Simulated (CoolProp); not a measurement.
Vapour-liquid equilibrium of R125 (1) + fluoroethane (R161) (2) at 0.427 bar; x and y are mole fractions of (1).

The numbers come from the multi-fluid Helmholtz-energy mixture model, Lemmon 2005 and Wu 2012; pair parameters Bell 2016 in CoolProp.

Give the bubble temperature and the first vapour's composition at x = 0.125, 0.35, 0.875. Is there an azeotrope?

x = 0.125: 217.1 K, y = 0.188; x = 0.35: 214.2 K, y = 0.501; x = 0.875: 209.5 K, y = 0.913. No azeotrope shows between x = 0.05 and 0.95.

The pair parameters rest on a limited set of measurements; away from them the model extrapolates. The gap from Raoult's law changes sign with composition, which may be real or a fault of the pair parameters; it wasn't checked against measurements.
